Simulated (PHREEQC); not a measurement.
Dissolve 0.0068 mol/kgw CsOH, 0.0034 mol/kgw Na2SiO3 and 0.017 mol/kgw Na2CO3 at 25 °C. Closed to the air; pH follows from the charge balance.

All values are PHREEQC results (ion-association model, wateq4f.dat), not measurements.

| quantity | before | after |
|---|---|---|
| pH | 11.91 | 12.25 |
| ionic strength (mol/kgw) | 0.0568 | 0.0594 |
| Na+ (mol/kgw) | 0.0368 | 0.0381 |
| CO3-2 (mol/kgw) | 0.0128 | 0.0142 |
| NaCO3- (mol/kgw) | 0.00398 | 0.00270 |
| H3SiO4- (mol/kgw) | 0.00308 | 0.00306 |
| SI of Quartz (SiO2) | -0.70 | -0.73 |

Which change was made?
A) temperature from 25 to 15 °C
B) diluted 10-fold with water
C) Na2SiO3 from 0.0034 to 0.017 mol/kgw
D) CsOH replaced by Cs2SO4 at the same molality

A, temperature from 25 to 15 °C

No solid was allowed to form.
